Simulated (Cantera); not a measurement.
An isothermal, constant-pressure homogeneous reactor starts with 6.10 % H₂, 7.82 % O₂, 86.1 % N₂, equivalence ratio 0.39, at 1100 K and 255 Torr.

Computed with Cantera and the H2/O2 subset of GRI-Mech 3.0, which has no nitrogen chemistry. The temperature is held fixed by assumption; the heat of reaction is taken as removed at once.

One state of this run: x H₂ = 0.000592; x O₂ = 0.0493; x OH = 0.000300; x HO₂ = 9.11e-6; x H₂O₂ = 1.28e-6. x: mole fraction; the columns are a selection and need not sum to one.

Q: Which value of t (s) does it belong to?
A) 0.00180
B) 0.000232
C) 0.108
D) 0.0387

A: A, 0.00180
